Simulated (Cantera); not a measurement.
## Low-pressure radical oxidation in H2/O2

An isothermal, constant-pressure homogeneous reactor starts with H2 : O2 = 0.037 : 1 (molar parts), equivalence ratio 0.018, at 1150 K and 0.00266 atm.

Computed with Cantera and the H2/O2 subset of GRI-Mech 3.0, which has no nitrogen chemistry. Radical loss at walls, strong at low pressure, is not modelled. The temperature is held fixed by assumption; the heat of reaction is taken as removed at once.

```tsv
t (s)	x H2	x O2	x H2O	x H	x H2O2
4.00e-5	0.0357	0.964	<1e-12	8.89e-11	<1e-12
0.000187	0.0357	0.964	1.56e-11	3.38e-10	<1e-12
0.000875	0.0357	0.964	9.59e-10	1.23e-9	<1e-12
0.00409	0.0357	0.964	1.01e-7	3.06e-8	7.37e-12
0.0191	0.0121	0.947	0.0185	0.00585	5.62e-8
0.0894	0.000437	0.937	0.0319	0.00469	1.28e-8
0.418	0.000330	0.944	0.0332	0.00297	1.33e-8
1.96	0.000112	0.957	0.0353	0.000558	1.32e-8
9.15	1.08e-5	0.963	0.0361	1.65e-5	7.76e-9
42.8	7.27e-7	0.964	0.0363	2.88e-7	2.10e-9
200	7.02e-8	0.964	0.0363	8.67e-9	3.97e-10
```
x: mole fraction; the columns are a selection and need not sum to one.

Equilibrium at this temperature and pressure: H2 3.08e-9, O2 0.964, H2O 0.0363, H 8.02e-11, H2O2 2.78e-11 (gas phase only).
